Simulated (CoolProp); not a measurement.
Vapour-liquid equilibrium of acetone (1) + ethanol (2) at 0.145 bar; x and y are mole fractions of (1).

Computed with CoolProp (multi-fluid Helmholtz-energy mixture model, Lemmon 2006 and Schroeder 2014; pair parameters Bell 2016).

| x | bubble temperature, mixture model (K) | bubble temperature, Raoult's law (K) | y, mixture model | y, Raoult's law |
|---|---|---|---|---|
| 0.05 | 304.4 | 307.0 | 0.264 | 0.153 |
| 0.125 | 299.1 | 304.0 | 0.488 | 0.339 |
| 0.2 | 295.5 | 301.2 | 0.613 | 0.482 |
| 0.275 | 292.9 | 298.6 | 0.691 | 0.595 |
| 0.35 | 290.9 | 296.3 | 0.744 | 0.683 |
| 0.425 | 289.4 | 294.1 | 0.784 | 0.754 |
| 0.5 | 288.1 | 292.1 | 0.816 | 0.810 |
| 0.575 | 287.0 | 290.2 | 0.844 | 0.856 |
| 0.65 | 286.0 | 288.5 | 0.870 | 0.893 |
| 0.725 | 285.1 | 286.9 | 0.895 | 0.924 |
| 0.8 | 284.2 | 285.4 | 0.921 | 0.950 |
| 0.875 | 283.3 | 284.0 | 0.949 | 0.971 |
| 0.95 | 282.4 | 282.7 | 0.978 | 0.989 |

The largest gap from Raoult's law is -5.7 K in bubble temperature, at x = 0.275. No azeotrope shows between x = 0.05 and 0.95.

Pair parameters are fitted to limited data, so mixtures are less certain than the pure fluids.
